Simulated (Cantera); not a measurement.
Mixture: CH4 : O2 : N2 = 1 : 2.74 : 9.32 (molar parts), equivalence ratio 0.73, at 23.0 bar, adiabatic and at constant pressure. Ignition delay is the time to a rise of 400 K.

Detailed kinetics in Cantera: GRI-Mech 3.0 (53 species, 325 reactions). The pressure lies above the range GRI-Mech 3.0 was tuned for (to about 10 atm).

Question: What does this change do: 0.64 parts CO2 added?

Answer: 
```
quantity                                                before       after
--------------------------------------------------  ----------  ----------
delay at 1098 K                                        6.09 ms     6.40 ms
delay at 1298 K                                       0.505 ms    0.537 ms
delay at 1498 K                                        73.6 µs     79.1 µs
delay at 1698 K                                        14.9 µs     16.0 µs
delay at 1898 K                                        4.02 µs     4.28 µs
apparent activation energy between 1698 and 1898 K  180 kJ/mol  180 kJ/mol
```

Question: What does this change do: 0.9 parts H2 added?

Answer: 
```tsv
quantity	before	after
delay at 1098 K	6.09 ms	1.12 ms
delay at 1298 K	0.505 ms	51.5 µs
delay at 1498 K	73.6 µs	10.5 µs
delay at 1698 K	14.9 µs	3.58 µs
delay at 1898 K	4.02 µs	1.47 µs
apparent activation energy between 1698 and 1898 K	180 kJ/mol	120 kJ/mol
```
